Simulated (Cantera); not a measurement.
Feed: 1 mol SO₂, 0.16 mol H₂, held at 0.00270 bar.

Method: chemical equilibrium by Gibbs-energy minimisation in Cantera with the NASA 1993 tables (ideal gas, pure condensed phases). Candidate condensed phases: H₂O, H₂SO₄, S; 19 gas species. Equilibrium is a limit: real reactors are often held back by kinetics, nucleation or transport. All values below are at 1525 °C.

Base state: SO₂ 0.787, H₂O 0.116, SO 0.0568, H₂ 0.0228, S₂ 0.0133, S 0.00162, H 0.00102, SH 0.000755 (mole fractions); condensed: gas only.

Question: What changes in the equilibrium state with this change: H₂ from 0.16 to 0.12 mol?

Answer: 
```tsv
species	before	after
SO₂	0.787	0.828
H₂O	0.116	0.0914
SO	0.0568	0.0524
H₂	0.0228	0.0158
S₂	0.0133	0.00868
H₂S	0.000149	8.32e-5
SH	0.000755	0.000508
S₂O	0.000375	0.000279
O₂	2.66e-5	3.47e-5
```
